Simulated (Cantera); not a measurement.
A closed system holds: 1 mol Cr, 8.8 mol N2O, 28 mol H2, equilibrated at 2275 °C and 13300 Pa.

These are equilibrium values from Cantera (NASA tables, ideal gas, pure condensed phases), not measurements of a reactor. Candidate condensed phases: Cr, CrN, Cr2N, Cr2O3, H2O; 29 gas species. The numbers say what is thermodynamically allowed, not how fast it happens.

Base state: H2 0.476, N2 0.225, H2O 0.209, H 0.0585, Cr 0.0166, CrO 0.00788, OH 0.00561, CrO2 0.00108 (mole fractions); condensed: gas only.

Problem. What changes in the equilibrium state with this change: pressure from 13300 Pa to 101000 Pa?

Solution. 
| species | before | after |
|---|---|---|
| H2 | 0.476 | 0.519 |
| N2 | 0.225 | 0.232 |
| H2O | 0.209 | 0.209 |
| H | 0.0585 | 0.0221 |
| Cr | 0.0166 | 0.0107 |
| O2 | 8.06e-5 | 8.94e-6 |
| O | 0.000450 | 5.43e-5 |
| NO | 0.000262 | 8.85e-5 |
| OH | 0.00561 | 0.00195 |
| CrO2 | 0.00108 | 0.000588 |
| Cr2O3(s), mol | 0 | 0.198 |

Problem. What changes in the equilibrium state with this change: temperature from 2275 °C to 2075 °C?

Solution. 
```csv
species,before,after
H2,0.476,0.522
N2,0.225,0.233
H2O,0.209,0.206
H,0.0585,0.0244
Cr,0.0166,0.00902
O2,8.06e-5,8.66e-6
O,0.000450,5.26e-5
NO,0.000262,6.04e-5
OH,0.00561,0.00166
CrO2,0.00108,0.000433
"Cr2O3(s), mol",0,0.258
```
